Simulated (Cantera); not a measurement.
Cantera run, input and output.

```python
import numpy as np
import cantera as ct

gas = ct.Solution("gri30.yaml")
gas.TPX = 625, 70000, {'CH4': 1, 'H2': 0.13, 'O2': 2.2, 'N2': 8.26}
flame = ct.FreeFlame(gas, width=0.051)
flame.set_refine_criteria(ratio=3, slope=0.08, curve=0.16)
flame.transport_model = "mixture-averaged"
flame.solve(loglevel=0, auto=True)
z, T = flame.grid, flame.T
thick = (T[-1] - T[0]) / np.gradient(T, z).max()
show = ['CH4', 'H2', 'O2', 'NO', 'H2O', 'CH3']
print(f"laminar burning velocity  {flame.velocity[0] * 100:.3f} cm/s")
print(f"burnt temperature         {T[-1]:.1f} K")
print(f"thermal thickness         {thick * 1e3:.4f} mm")
print(f"grid points               {len(z)}")
z0 = z[flame.heat_release_rate.argmax()]
print(f"{'z/mm':>9s}{'T/K':>9s}{'u/(m/s)':>9s}" + "".join(f"{s:>11s}" for s in show))
rows = []
for k in (-3, -2, -1.5, -1, -0.5, -0.25, 0, 0.25, 0.5, 1, 2, 4, 8):
    zz = z0 + k * thick
    rows.append([k * thick, np.interp(zz, z, T), np.interp(zz, z, flame.velocity),
                 *(np.interp(zz, z, flame.X[gas.species_index(s)]) for s in show)])
    print(f"{rows[-1][0] * 1e3:9.3f}{rows[-1][1]:9.1f}{rows[-1][2]:9.3f}" + "".join(f"{x:11.3e}" for x in rows[-1][3:]))
```

It prints:

```
laminar burning velocity  163.141 cm/s
burnt temperature         2349.2 K
thermal thickness         0.4281 mm
grid points               161
     z/mm      T/K  u/(m/s)        CH4         H2         O2         NO        H2O        CH3
   -1.284    625.1    1.632  8.623e-02  1.165e-02  1.897e-01  7.538e-11  1.839e-05  3.627e-08
   -0.856    626.0    1.636  8.609e-02  1.254e-02  1.895e-01  9.837e-10  1.778e-04  4.150e-07
   -0.642    630.3    1.650  8.568e-02  1.380e-02  1.890e-01  6.484e-09  8.724e-04  2.417e-06
   -0.428    665.3    1.747  8.324e-02  1.651e-02  1.864e-01  6.553e-08  5.574e-03  2.124e-05
   -0.214    976.3    2.595  6.344e-02  2.192e-02  1.622e-01  9.732e-07  4.050e-02  4.813e-04
   -0.107   1363.2    3.662  3.632e-02  2.476e-02  1.245e-01  2.743e-06  8.241e-02  2.261e-03
    0.000   1742.3    4.724  9.450e-03  2.378e-02  7.731e-02  6.350e-06  1.259e-01  2.297e-03
    0.107   1903.0    5.169  8.600e-04  1.810e-02  4.818e-02  1.112e-05  1.473e-01  3.348e-04
    0.214   1944.9    5.270  4.209e-05  1.475e-02  3.731e-02  1.454e-05  1.523e-01  1.776e-05
    0.428   1988.5    5.359  1.462e-07  1.384e-02  3.148e-02  1.846e-05  1.529e-01  6.702e-08
    0.856   2046.7    5.487  3.282e-11  1.329e-02  2.845e-02  2.432e-05  1.545e-01  1.720e-11
    1.713   2120.9    5.658  1.021e-16  1.158e-02  2.595e-02  3.529e-05  1.591e-01  7.419e-16
    3.425   2201.0    5.840  4.155e-17  9.256e-03  2.323e-02  5.696e-05  1.646e-01  2.988e-16
```

Cantera simulation using GRI-Mech 3.0 (53 species, 325 reactions); the numbers are that mechanism's predictions, not measurements. Burning velocities carry a grid error of a few per cent, more on coarse grids.
